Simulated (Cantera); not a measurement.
**Equilibrium for silicon oxide and oxynitride deposition: TEOS + O2 + N2**

A closed system holds: 1 mol TEOS, 0.27 mol O2, 73 mol N2, held at 0.00133 bar.

Cantera equilibrium calculation (NASA polynomials, part measured and part estimated; ideal gas, pure solids and liquids). Candidate condensed phases: C, C6H6, C7H8, C8H18, H2O, Si, SiC, SiO2, Si2N2O, Si3N4; 151 gas species. The feed counts by its element totals alone. N2 is the only nitrogen source here; it is nearly inert below about 1500 K, so the nitride shown seldom forms there in practice. The numbers say what is thermodynamically allowed, not how fast it happens.

| T (K) | x N2 | x H2 | x CO | x H | x HCN | x Si | n C(graphite) | n SiO2(α-quartz) | n SiO2(β-quartz) | n Si2N2O(s) | n SiC(s) |
|---|---|---|---|---|---|---|---|---|---|---|---|
| 748 | 0.854 | 0.116 | 0.0280 | 2.69e-12 | 7.30e-9 | <1e-12 | 5.54 | 1.00 | 0 | 0 | 0 |
| 848 | 0.853 | 0.117 | 0.0296 | 1.78e-10 | 9.23e-8 | <1e-12 | 5.46 | 0 | 1.00 | 0 | 0 |
| 948 | 0.853 | 0.117 | 0.0297 | 4.91e-9 | 6.80e-7 | <1e-12 | 5.46 | 0 | 1.00 | 0 | 0 |
| 1048 | 0.838 | 0.116 | 0.0467 | 7.19e-8 | 3.36e-6 | <1e-12 | 3.96 | 0 | 0 | 0.500 | 0 |
| 1148 | 0.838 | 0.116 | 0.0467 | 6.67e-7 | 1.27e-5 | <1e-12 | 3.96 | 0 | 0 | 0.500 | 0 |
| 1248 | 0.838 | 0.116 | 0.0467 | 4.35e-6 | 3.87e-5 | <1e-12 | 3.96 | 0 | 0 | 0.500 | 0 |
| 1348 | 0.838 | 0.115 | 0.0467 | 2.15e-5 | 9.96e-5 | 1.63e-10 | 3.95 | 0 | 0 | 0.499 | 0 |
| 1448 | 0.834 | 0.114 | 0.0518 | 8.53e-5 | 0.000223 | 1.30e-8 | 2.45 | 0 | 0 | 0 | 0.993 |
| 1548 | 0.834 | 0.114 | 0.0517 | 0.000285 | 0.000452 | 2.08e-7 | 2.44 | 0 | 0 | 0 | 0.989 |
| 1648 | 0.833 | 0.113 | 0.0517 | 0.000821 | 0.000839 | 2.38e-6 | 2.42 | 0 | 0 | 0 | 0.984 |
| 1748 | 0.832 | 0.112 | 0.0516 | 0.00210 | 0.00145 | 2.06e-5 | 2.37 | 0 | 0 | 0 | 0.977 |
| 1848 | 0.831 | 0.110 | 0.0514 | 0.00482 | 0.00233 | 0.000140 | 2.31 | 0 | 0 | 0 | 0.958 |
| 1948 | 0.827 | 0.107 | 0.0511 | 0.0101 | 0.00355 | 0.000784 | 2.26 | 0 | 0 | 0 | 0.887 |
x: gas mole fraction; n: condensed amount in mol.

At 748 K the condensed part is C(graphite) + SiO2(α-quartz). From 848 K to 948 K the condensed part is C(graphite) + SiO2(β-quartz). From 1048 K to 1348 K the condensed part is C(graphite) + Si2N2O(s). From 1448 K to 1948 K the condensed part is C(graphite) + SiC(s).
